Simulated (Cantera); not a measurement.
Adiabatic ignition

An adiabatic, constant-volume homogeneous reactor starts with C₂H₄ : O₂ : N₂ : H₂O = 1 : 1.36 : 5.13 : 1.8 (molar parts), equivalence ratio 2.2, at 1150 K and 1.01 bar.

Detailed kinetics in Cantera: GRI-Mech 3.0 (53 species, 325 reactions). GRI-Mech 3.0 was tuned for natural gas; its chemistry of ethylene as a main component is partial and can be far from experiment.

| t (s) | T (K) | P (bar) | x C₂H₄ | x O₂ | x H₂O | x CH₂CO | x NO | x HCO |
|---|---|---|---|---|---|---|---|---|
| 1.00e-6 | 1150 | 1.01 | 0.108 | 0.146 | 0.194 | <1e-12 | <1e-12 | <1e-12 |
| 2.49e-6 | 1150 | 1.01 | 0.108 | 0.146 | 0.194 | 2.47e-12 | <1e-12 | <1e-12 |
| 6.22e-6 | 1150 | 1.01 | 0.108 | 0.146 | 0.194 | 1.52e-11 | <1e-12 | <1e-12 |
| 1.55e-5 | 1150 | 1.01 | 0.108 | 0.146 | 0.194 | 6.41e-11 | <1e-12 | <1e-12 |
| 3.87e-5 | 1150 | 1.01 | 0.108 | 0.146 | 0.194 | 2.19e-10 | <1e-12 | <1e-12 |
| 9.65e-5 | 1150 | 1.01 | 0.108 | 0.146 | 0.194 | 7.43e-10 | <1e-12 | <1e-12 |
| 0.000241 | 1150 | 1.01 | 0.108 | 0.146 | 0.194 | 3.05e-9 | <1e-12 | 1.37e-12 |
| 0.000601 | 1150 | 1.01 | 0.108 | 0.146 | 0.194 | 1.97e-8 | <1e-12 | 5.07e-12 |
| 0.00150 | 1150 | 1.01 | 0.108 | 0.146 | 0.194 | 4.69e-7 | <1e-12 | 1.01e-10 |
| 0.00374 | 2496 | 2.60 | <1e-12 | 2.34e-5 | 0.195 | <1e-12 | 0.000221 | 3.29e-7 |
| 0.00932 | 2496 | 2.60 | <1e-12 | 2.34e-5 | 0.195 | <1e-12 | 0.000196 | 3.29e-7 |
| 0.0233 | 2496 | 2.60 | <1e-12 | 2.35e-5 | 0.195 | <1e-12 | 0.000187 | 3.29e-7 |
| 0.0580 | 2496 | 2.60 | <1e-12 | 2.35e-5 | 0.195 | <1e-12 | 0.000186 | 3.29e-7 |
| 0.145 | 2496 | 2.60 | <1e-12 | 2.35e-5 | 0.195 | <1e-12 | 0.000186 | 3.29e-7 |
| 0.361 | 2496 | 2.60 | <1e-12 | 2.35e-5 | 0.195 | <1e-12 | 0.000186 | 3.29e-7 |
| 0.900 | 2496 | 2.60 | <1e-12 | 2.35e-5 | 0.195 | <1e-12 | 0.000186 | 3.29e-7 |
x: mole fraction; the columns are a selection and need not sum to one.

```
Property                                                             Value
---------------------------------  ---------------------------------------
time of steepest temperature rise                                  2.45 ms
temperature at 0.900 s                                              2496 K
equilibrium temperature                                             2496 K
x(C₂H₄) at 0.900 s                   <1e-12 (gas-phase equilibrium <1e-12)
x(O₂) at 0.900 s                   2.35e-5 (gas-phase equilibrium 2.35e-5)
x(H₂O) at 0.900 s                      0.195 (gas-phase equilibrium 0.195)
```
